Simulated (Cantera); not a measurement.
Input: 1 mol SiO2, 1200 mol H2, at 100 Torr.

Method: chemical equilibrium by Gibbs-energy minimisation in Cantera with the NASA 1993 tables (ideal gas, pure condensed phases). Candidate condensed phases: H2O, Si, SiO2; 18 gas species. The tables hold silica as quartz up to 1696 K and as liquid above; real silica turns to tridymite and cristobalite and melts near 1996 K. Equilibrium is a limit: real reactors are often held back by kinetics, nucleation or transport.

x: gas mole fraction; n: condensed amount in mol.

```csv
T (K),x H2,x SiO,x H2O,x H,x OH,x SiH2,x Si,n SiO2(β-quartz)
1298,1.000,3.82e-6,3.82e-6,2.93e-6,<1e-12,3.65e-10,1.50e-12,0.995
1348,1.000,9.75e-6,9.75e-6,6.34e-6,<1e-12,5.14e-10,4.29e-12,0.988
1398,1.000,2.32e-5,2.32e-5,1.30e-5,5.93e-12,7.08e-10,1.13e-11,0.972
1448,1.000,5.20e-5,5.20e-5,2.52e-5,3.12e-11,9.54e-10,2.80e-11,0.938
1498,1.000,0.000110,0.000110,4.71e-5,1.47e-10,1.26e-9,6.50e-11,0.868
1548,0.999,0.000222,0.000222,8.43e-5,6.25e-10,1.64e-9,1.43e-10,0.734
1598,0.999,…,…,…,…,…,…,…
1648,0.998,0.000790,0.000790,…,…,…,…,…
1698,0.998,0.000832,0.000832,0.000396,1.70e-8,3.27e-9,1.15e-9,0
1748,0.998,0.000832,0.000832,0.000625,3.04e-8,4.01e-9,2.14e-9,0
```

What belongs in the gaps?


- 1648, x H: 0.000244
- 1648, x OH: 8.67e-9
- 1648, x SiH2: 2.63e-9
- 1648, x Si: 6.00e-10
- 1648, n SiO2(β-quartz): 0.0511
- 1598, x SiO: 0.000427
- 1598, x H2O: 0.000427
- 1598, x H: 0.000146
- 1598, x OH: 2.43e-9
- 1598, x SiH2: 2.09e-9
- 1598, x Si: 3.00e-10
- 1598, n SiO2(β-quartz): 0.487
